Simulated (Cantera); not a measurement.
## Hydrocarbon pyrolysis for carbon deposition

A perfectly stirred reactor is fed with 19.2 % C₂H₆, 80.8 % N₂, at 13300 Pa; it is held at 1473 K, and followed from long to short residence time.

Computed with Cantera and GRI-Mech 3.0 (53 species, 325 reactions). GRI-Mech 3.0 stops at C3 and has no aromatics, soot or wall deposition, so with more carbon than oxygen in the feed, carbon stays in small species such as C2H2 where larger ones or solid carbon would form.

```json
[
 {"τ (s)": "1.7", "x C₂H₆": "0.000174", "x CH₄": "0.0336", "x C₂H": "3.93e-8", "x CH₃": "0.000136", "x HCN": "5.73e-8"},
 {"τ (s)": "0.75", "x C₂H₆": "0.000329", "x CH₄": "0.0371", "x C₂H": "4.82e-8", "x CH₃": "0.000187", "x HCN": "5.52e-8"},
 {"τ (s)": "0.33", "x C₂H₆": "0.000630", "x CH₄": "0.0414", "x C₂H": "5.81e-8", "x CH₃": "0.000261", "x HCN": "5.18e-8"},
 {"τ (s)": "0.14", "x C₂H₆": "0.00126", "x CH₄": "0.0467", "x C₂H": "6.88e-8", "x CH₃": "0.000371", "x HCN": "4.70e-8"},
 {"τ (s)": "0.063", "x C₂H₆": "0.00245", "x CH₄": "0.0520", "x C₂H": "7.82e-8", "x CH₃": "0.000516", "x HCN": "4.20e-8"},
 {"τ (s)": "0.028", "x C₂H₆": "0.00486", "x CH₄": "0.0568", "x C₂H": "8.51e-8", "x CH₃": "0.000726", "x HCN": "3.68e-8"},
 {"τ (s)": "0.012", "x C₂H₆": "0.0101", "x CH₄": "0.0598", "x C₂H": "8.59e-8", "x CH₃": "0.00105", "x HCN": "3.19e-8"},
 {"τ (s)": "0.0054", "x C₂H₆": "0.0204", "x CH₄": "0.0584", "x C₂H": "7.65e-8", "x CH₃": "0.00149", "x HCN": "2.76e-8"},
 {"τ (s)": "0.0024", "x C₂H₆": "0.0406", "x CH₄": "0.0502", "x C₂H": "5.65e-8", "x CH₃": "0.00210", "x HCN": "2.31e-8"},
 {"τ (s)": "0.0010", "x C₂H₆": "0.0777", "x CH₄": "0.0341", "x C₂H": "3.14e-8", "x CH₃": "0.00282", "x HCN": "1.81e-8"}
]
```
x: mole fraction; the columns are a selection and need not sum to one.
